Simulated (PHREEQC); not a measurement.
A solution holds 0.0001 mol H2S, 0.026 mol NaOH and 0.00056 mol ZnCl2 per kg of water, at 25 °C. Closed to the air; pH follows from the charge balance.

Equilibrium calculation in PHREEQC: ion-association model, phreeqc.dat.

No solid was allowed to form.

Q: Order these Zn species by the share of Zn that they hold, largest first: Zn(OH)3-, Zn(OH)2, Zn(OH)4-2, Zn(HS)2.

A: Zn(OH)3- (61 %), Zn(OH)4-2 (31 %), Zn(OH)2 (8.1 %), Zn(HS)2 (0.46 %)

The pH is 12.31 and the ionic strength 0.0262 mol/kgw. Saturation is exceeded, for instance for Zn(OH)2(e), Sphalerite (slow to form); the values hold only as long as no solid forms. The database's pK near 12.9 for HS-/S-2 is now thought far too low, so its S-2 is overstated.
